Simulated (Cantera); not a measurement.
A perfectly stirred reactor is fed with C2H6 : N2 = 1 : 2.1 (molar parts), at 6.00 Torr; it is held at 1850 K, and followed from long to short residence time.

Model: GRI-Mech 3.0 (53 species, 325 reactions), integrated in Cantera. GRI-Mech 3.0 stops at C3 and has no aromatics, soot or wall deposition, so with more carbon than oxygen in the feed, carbon stays in small species such as C2H2 where larger ones or solid carbon would form. Radical loss at walls, strong at low pressure, is not modelled.

x: mole fraction; the columns are a selection and need not sum to one.

```csv
τ (s),x C2H6,x CH4,x H,x C2H4,x H2
16,2.09e-6,0.00285,0.00308,2.45e-5,0.386
4.5,7.86e-6,0.00593,0.00284,6.39e-5,0.383
1.2,3.01e-5,0.0118,0.00277,0.000212,0.376
0.33,…,…,0.00284,…,0.363
0.089,0.000392,0.0373,0.00304,0.00225,0.341
0.024,0.00140,0.0591,0.00330,0.00678,0.308
0.0065,0.00497,0.0831,0.00354,0.0186,0.259
0.0018,0.0173,0.0953,0.00358,0.0428,0.198
0.00048,0.0601,0.0740,0.00310,0.0692,0.125
0.00013,…,…,…,…,…
```

**Question.** Fill in the missing entries.

**Answer.** 
- 0.33, x C2H6: 0.000109
- 0.33, x CH4: 0.0216
- 0.33, x C2H4: 0.000698
- 0.00013, x C2H6: 0.164
- 0.00013, x CH4: 0.0280
- 0.00013, x H: 0.00195
- 0.00013, x C2H4: 0.0469
- 0.00013, x H2: 0.0530
